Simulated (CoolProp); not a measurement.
Vapour-liquid equilibrium of CH3F (R41) (1) + chloromethane (R40) (2) at 6.95 °C; x and y are mole fractions of (1).

The numbers come from the multi-fluid Helmholtz-energy mixture model, Lemmon 2006 and Thol 2014; pair parameters Bell 2016 in CoolProp.

```tsv
x	bubble pressure (MPa)	y at the bubble point	dew pressure at overall composition x (MPa)	liquid density (mol/L)
0.05	0.4328	0.259	0.3451	18.87
0.15	0.6419	0.530	0.3823	19.07
0.25	0.8509	0.670	0.4282	19.25
0.35	1.058	0.756	0.4864	19.40
0.45	1.261	0.815	0.5624	19.53
0.55	1.462	0.860	0.6656	19.62
0.65	1.664	0.895	0.8133	19.66
0.75	1.870	0.926	1.040	19.64
0.85	2.087	0.955	1.415	19.55
0.95	2.324	0.985	2.045	19.36
```

No azeotrope shows between x = 0.05 and 0.95.

The pair parameters rest on a limited set of measurements; away from them the model extrapolates.
